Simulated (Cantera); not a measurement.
Cantera with NASA thermochemical tables; ideal gases at 1 bar, condensed phases pure. Values are per mole of reaction as written; species without (g) are pure solids or liquids, kept so even where they would boil at 1 bar.

2 Cr + 3 NO₂(g) → 3 NO(g) + Cr₂O₃, with ΔH° = -963.8 kJ and ΔS° = -55.4 J/K at 300 K.

Problem. How far is the shortcut ΔG° ≈ ΔH°(300 K) − T·ΔS°(300 K) from the full temperature-dependent value at 750, 825, 900, 975, 1050, 1125, 1200, 1275, 1350, 1425 K?

Solution. 
```json
[
 {"T (K)": "750", "shortcut (kJ)": "-922.2", "full (kJ)": "-930.0", "difference (kJ)": "7.8", "difference in log10 K": "-0.54"},
 {"T (K)": "825", "shortcut (kJ)": "-918.1", "full (kJ)": "-927.9", "difference (kJ)": "9.8", "difference in log10 K": "-0.62"},
 {"T (K)": "900", "shortcut (kJ)": "-913.9", "full (kJ)": "-925.8", "difference (kJ)": "11.8", "difference in log10 K": "-0.69"},
 {"T (K)": "975", "shortcut (kJ)": "-909.8", "full (kJ)": "-923.7", "difference (kJ)": "13.9", "difference in log10 K": "-0.75"},
 {"T (K)": "1050", "shortcut (kJ)": "-905.6", "full (kJ)": "-921.7", "difference (kJ)": "16.1", "difference in log10 K": "-0.80"},
 {"T (K)": "1125", "shortcut (kJ)": "-901.5", "full (kJ)": "-919.7", "difference (kJ)": "18.3", "difference in log10 K": "-0.85"},
 {"T (K)": "1200", "shortcut (kJ)": "-897.3", "full (kJ)": "-917.8", "difference (kJ)": "20.4", "difference in log10 K": "-0.89"},
 {"T (K)": "1275", "shortcut (kJ)": "-893.2", "full (kJ)": "-915.8", "difference (kJ)": "22.6", "difference in log10 K": "-0.93"},
 {"T (K)": "1350", "shortcut (kJ)": "-889.0", "full (kJ)": "-913.8", "difference (kJ)": "24.8", "difference in log10 K": "-0.96"},
 {"T (K)": "1425", "shortcut (kJ)": "-884.9", "full (kJ)": "-911.8", "difference (kJ)": "27.0", "difference in log10 K": "-0.99"}
]
```
The shortcut ignores the heat-capacity change of the reaction.
